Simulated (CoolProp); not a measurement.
A single-stage vapour-compression cycle with the fluid: evaporating at 290.15 K (dew point), condensing at 321.15 K (bubble point), superheat 10 K, subcooling 8 K, compressor efficiency 0.6, no pressure losses. The same conditions are run with several fluids, on thermodynamics alone (safety and materials aside).

The numbers come from the reference Helmholtz-energy equation of state of each fluid (R142b: Lemmon 2006; the fluoroketone C6F12O (FK-5-1-12): McLinden 2015; propane: Lemmon 2009; cyclopropane: Polt 1992; propylene: Lemmon 2013; R114: Platzer 1990) in CoolProp. The equations of Platzer and Polt are older, rougher fits.

```tsv
fluid	cooling COP	pressure ratio	discharge temperature (K)	refrigerating effect (kJ/kg)	volumetric capacity (kJ/m³)
R142b	5.21	2.47	346.1	186	2110
the fluoroketone C6F12O (FK-5-1-12)	5.12	3.43	321.2	80.3	297
propane	4.94	2.12	344.2	305	4810
cyclopropane	5.11	2.22	356.3	377	4090
propylene	4.87	2.09	348.6	306	5700
R114	5.22	2.57	334.9	115	1370
```

The compression ends wet for: the fluoroketone C6F12O (FK-5-1-12).
